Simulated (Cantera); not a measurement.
Cantera run:

```python
import numpy as np
import cantera as ct

gas_names = """
    B BCL BCL2 BCL3 BH BH2 BH3 BO BOCL BO2 B2 B2O B2O2 B2O3 B3O3CL3 B3O3H3 CL CLO CL2 H HBO HBO2 HCL
    HOCL HO2 H2 H2O H2O2 H3B3O6 O OH O2 O3
""".split()
cond_names = """
    B(b) B(L) B2O3(L) B3O3H3(cr) H2O(s) H2O(L)
""".split()


def load(file, names, dense=False):
    # The tables refer to 1 bar. Condensed volumes are neglected.
    table = {s.name: s for s in ct.Species.list_from_file(file)}
    out = []
    for n in names:
        d = dict(table[n].input_data)
        d["thermo"] = dict(d["thermo"], **{"reference-pressure": 1e5})
        if dense:
            d["equation-of-state"] = {"model": "constant-volume", "density": "1e6 g/cm^3"}
        out.append(ct.Species.from_dict(d))
    return out


gas = ct.Solution(thermo="ideal-gas", species=load("nasa_gas.yaml", gas_names))
cond = {s.name: ct.Solution(thermo="fixed-stoichiometry", species=[s], name=s.name)
        for s in load("nasa_condensed.yaml", cond_names, dense=True)}
atoms = {
    'BCl3': {'B': 1, 'CL': 3},
    'O2': {'O': 2},
    'H2': {'H': 2},
}
top_T = {}  # K; cautious upper limits of use, not melting points


def equilibrate(T, P, feed):
    n = {}
    for name, mol in feed.items():
        for a, k in atoms[name].items():
            n[a] = n.get(a, 0.0) + k * mol
    gas.TPX = T, P, n
    mass = sum(n.values()) * gas.mean_molecular_weight
    gas.equilibrate("TP")
    valid = [c for c in cond.values() if c.min_temp <= T <= top_T.get(c.name, c.max_temp)]
    mix = ct.Mixture([(gas, mass / gas.mean_molecular_weight)] + [(c, 0.0) for c in valid])
    mix.T, mix.P = T, P
    mix.equilibrate("TP", solver="vcs", rtol=1e-11, max_steps=5000)
    return mix


results = []
T = 1700  # K
P = 360  # Pa
for m in [0.17, 0.25, 0.35, 0.49, 0.7, 0.99, 1.4, 2]:
    feed = {'BCl3': 1, 'O2': m, 'H2': 80}  # mol
    mix = equilibrate(T, P, feed)
    results.append((T, P, feed, dict(zip(mix.species_names, mix.species_moles))))
    x = sorted(zip(gas.X, gas.species_names), reverse=True)
    print(f"T = {T:g} K  P = {P:g} Pa  n(O2) = {m:g} mol  gas = {mix.phase_moles(0):.4g} mol")
    print("   x: " + "  ".join(f"{s} {v:.3e}" for v, s in x if v > 0.001))
    print("   condensed (mol): " + ("  ".join(f"{mix.phase(i).name} {mix.phase_moles(i):.4g}"
          for i in range(1, mix.n_phases) if mix.phase_moles(i) > 1e-12) or "none"))
```

Result:

```
T = 1700 K  P = 360 Pa  n(O2) = 0.17 mol  gas = 81.83 mol
   x: H2 9.570e-01  HCL 3.518e-02  HBO 3.682e-03  H 2.402e-03  BCL 1.214e-03
   condensed (mol): B(b) 0.5541
T = 1700 K  P = 360 Pa  n(O2) = 0.25 mol  gas = 81.91 mol
   x: H2 9.552e-01  HCL 3.508e-02  HBO 5.331e-03  H 2.400e-03  BCL 1.211e-03
   condensed (mol): B(b) 0.3943
T = 1700 K  P = 360 Pa  n(O2) = 0.35 mol  gas = 82.02 mol
   x: H2 9.530e-01  HCL 3.495e-02  HBO 7.325e-03  H 2.397e-03  BCL 1.208e-03
   condensed (mol): B(b) 0.1947
T = 1700 K  P = 360 Pa  n(O2) = 0.49 mol  gas = 82.12 mol
   x: H2 9.501e-01  HCL 3.574e-02  HBO 9.919e-03  H 2.394e-03
   condensed (mol): none
T = 1700 K  P = 360 Pa  n(O2) = 0.7 mol  gas = 82.11 mol
   x: H2 9.494e-01  HCL 3.619e-02  HBO 6.322e-03  HBO2 3.270e-03  H 2.393e-03
   condensed (mol): none
T = 1700 K  P = 360 Pa  n(O2) = 0.99 mol  gas = 82.11 mol
   x: H2 9.460e-01  HCL 3.634e-02  HBO2 7.264e-03  H2O 3.846e-03  HBO 2.911e-03  H 2.389e-03
   condensed (mol): none
T = 1700 K  P = 360 Pa  n(O2) = 1.4 mol  gas = 82.1 mol
   x: H2 9.378e-01  HCL 3.641e-02  H2O 1.165e-02  HBO2 9.775e-03  H 2.378e-03  HBO 1.282e-03
   condensed (mol): none
T = 1700 K  P = 360 Pa  n(O2) = 2 mol  gas = 82.1 mol
   x: H2 9.239e-01  HCL 3.644e-02  H2O 2.535e-02  HBO2 1.090e-02  H 2.360e-03
   condensed (mol): none
```

Equilibrium computed with Cantera from the NASA thermochemical tables; the gas is ideal and each condensed phase is pure. The tables' values for BCl, BOCl, BH2, BCl2 are old estimates; treat these amounts as uncertain.
